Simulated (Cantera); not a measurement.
What does this Cantera script print?

```python
import numpy as np
import cantera as ct

gas_names = [...]  # 136 gases of nasa_gas.yaml made of C, H, N, O
cond_names = """
    C(gr) C6H6(L) C7H8(L) C8H18(L),n-octa H2O(s) H2O(L)
""".split()


# ... load() reads the species with a 1 bar reference pressure and builds the phases ...
atoms = {
    'acetone': {'C': 3, 'H': 6, 'O': 1},
    'H2': {'H': 2},
    'N2': {'N': 2},
}
top_T = {'C(gr)': 4500}  # K; cautious upper limits of use, not melting points


# ... equilibrate(T, P, feed) seeds the gas with the atoms and calls Mixture.equilibrate('TP', solver="vcs", rtol=1e-11, max_steps=5000) ...
results = []
feed = {'acetone': 1, 'H2': 2.8, 'N2': 0.51}  # mol
T = 1075  # K
P = 9600000  # Pa
mix = equilibrate(T, P, feed)
results.append((T, P, feed, dict(zip(mix.species_names, mix.species_moles))))
print(gas.report(threshold=0.001))
for i in range(1, mix.n_phases):
    print(f"{mix.phase(i).name:16s} {mix.phase_moles(i):12.5e} mol")
```

It prints:

```
       temperature   1075 K
          pressure   9.6e+06 Pa
           density   15.4 kg/m^3
  mean mol. weight   14.338 kg/kmol
   phase of matter   gas

                          1 kg             1 kmol
                     ---------------   ---------------
          enthalpy       -2.9036e+06       -4.1631e+07  J
   internal energy        -3.527e+06       -5.0569e+07  J
           entropy             13731        1.9686e+05  J/K
    Gibbs function       -1.7664e+07       -2.5326e+08  J
 heat capacity c_p              3572             51214  J/K
 heat capacity c_v            2992.1             42899  J/K

                      mass frac. Y      mole frac. X     chem. pot. / RT
                     ---------------   ---------------   ---------------
               CH4           0.44154           0.39461           -30.271
                CO          0.073533           0.03764           -36.874
               CO2          0.056741          0.018486            -72.12
                H2           0.04245            0.3019           -14.322
               H2O           0.17322           0.13786           -49.568
               NH3         0.0022688           0.00191           -32.842
                N2           0.20986           0.10741           -22.719
     [ +129 minor]        0.00038005        0.00018116

C(gr)             8.77003e-01 mol
```

Equilibrium computed with Cantera from the NASA thermochemical tables; the gas is ideal and each condensed phase is pure. The feed counts by its element totals alone. The ideal-gas law is rough above about 30 bar.
